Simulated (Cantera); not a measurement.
Charge: 1 mol AlCl3, 0.67 mol O2, 3.7 mol N2, at 1373.15 K and 0.100 bar.

These are equilibrium values from Cantera (NASA tables, ideal gas, pure condensed phases), not measurements of a reactor. Candidate condensed phases: Al, AlCl3, AlN, Al2O3; 24 gas species. Kinetics and transport are ignored.

Base state: N2 0.706, Cl2 0.238, Cl 0.0355, AlCl3 0.0204, O2 5.98e-5 (mole fractions); condensed: Al2O3(s).

Task: What changes in the equilibrium state with this change: temperature from 1373.15 K to 2125 K?

Result: 
| species | before | after |
|---|---|---|
| N2 | 0.706 | 0.579 |
| Cl | 0.0355 | 0.385 |
| AlCl3 | 0.0204 | 0.0206 |
| Cl2 | 0.238 | 0.0111 |
| AlOCl | 1.38e-9 | 0.000283 |
| AlCl2 | 7.62e-9 | 0.000351 |
| O | 1.51e-8 | 0.000266 |
| Al2O3(s), mol | 0.446 | 0.432 |
The tables' values for AlCl2 are old estimates; treat these amounts as uncertain.
